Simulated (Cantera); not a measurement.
**Low-pressure radical oxidation in H2/O2**

An isothermal, constant-pressure homogeneous reactor starts with H2 : O2 = 0.26 : 1 (molar parts), equivalence ratio 0.13, at 1200 K and 10.00 Torr.

Cantera simulation using the H2/O2 subset of GRI-Mech 3.0, which has no nitrogen chemistry; the numbers are that mechanism's predictions, not measurements. Radical loss at walls, strong at low pressure, is not modelled. The temperature is held fixed by assumption; the heat of reaction is taken as removed at once.

| t (s) | x H2 | x O2 | x HO2 | x OH | x H2O2 |
|---|---|---|---|---|---|
| 5.00e-6 | 0.206 | 0.794 | 7.52e-10 | 3.23e-11 | <1e-12 |
| 1.61e-5 | 0.206 | 0.794 | 2.42e-9 | 2.74e-10 | <1e-12 |
| 5.18e-5 | 0.206 | 0.794 | 7.80e-9 | 1.95e-9 | 3.37e-12 |
| 0.000167 | 0.206 | 0.794 | 2.52e-8 | 2.06e-8 | 3.49e-11 |
| 0.000537 | 0.206 | 0.794 | 1.28e-7 | 4.91e-6 | 4.11e-10 |
| 0.00173 | 0.0121 | 0.681 | 8.53e-6 | 0.0109 | 3.20e-7 |
| 0.00557 | 0.00771 | 0.703 | 9.21e-6 | 0.00908 | 3.32e-7 |
| 0.0179 | 0.00311 | 0.747 | 9.17e-6 | 0.00587 | 4.25e-7 |
| 0.0578 | 0.000363 | 0.767 | 4.43e-6 | 0.00200 | 2.83e-7 |
| 0.186 | 3.26e-5 | 0.769 | 8.62e-7 | 0.000607 | 9.62e-8 |
| 0.599 | 4.53e-6 | 0.770 | 1.57e-7 | 0.000229 | 2.99e-8 |
| 1.93 | 8.98e-7 | 0.770 | 3.80e-8 | 0.000103 | 9.47e-9 |
| 6.21 | 2.20e-7 | 0.770 | 1.55e-8 | 5.10e-5 | 3.05e-9 |
| 20.0 | 6.44e-8 | 0.770 | 1.44e-8 | 2.77e-5 | 1.07e-9 |
x: mole fraction; the columns are a selection and need not sum to one.

Equilibrium at this temperature and pressure: H2 2.90e-8, O2 0.770, HO2 1.83e-8, OH 1.85e-5, H2O2 5.58e-10 (gas phase only).
